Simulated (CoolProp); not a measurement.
CH2F2 (R32) at 293.15 K and 3.93 MPa is throttled through a valve to 2.05 MPa with no heat exchange. Each further row changes one setting.

Computed with CoolProp (reference Helmholtz-energy equation of state, Tillner-Roth 1997).

```tsv
case	temperature change (K)	final phase	final density (kg/m³)
as stated	-0.2	liquid	985
outlet pressure 0.615 MPa	-28.4	…	…
outlet pressure 2.67 MPa	-0.1	liquid	…
```

**Question.** Complete the blanks.

**Answer.** 
- outlet pressure 0.615 MPa, final phase: two-phase, vapour fraction 0.153
- outlet pressure 0.615 MPa, final density (kg/m³): 101
- outlet pressure 2.67 MPa, final density (kg/m³): 989
